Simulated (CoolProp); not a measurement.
100 sccm (0 °C, 1 atm) of nitrogen bubbles through liquid ethylbenzene at 326.8 K and leaves saturated at a total pressure of 0.02 MPa (ideal gas phase). Each further row changes one setting.

Model: reference Helmholtz-energy equation of state, Zhou 2012, in CoolProp.

```tsv
case	vapour pressure (kPa)	mole fraction of vapour	delivery (mg/min)	delivery (sccm)	change of delivery for a bath 1 K warmer (%)
as stated	5.56	0.278	183	?	6.6
bath temperature 331.8 K	6.97	0.349	253	?	7.1
total pressure 0.04 MPa	5.56	0.139	?	16.2	5.5
```

Task: Complete the blanks.

Result: 
- as stated, delivery (sccm): 38.5
- bath temperature 331.8 K, delivery (sccm): 53.5
- total pressure 0.04 MPa, delivery (mg/min): 76.5
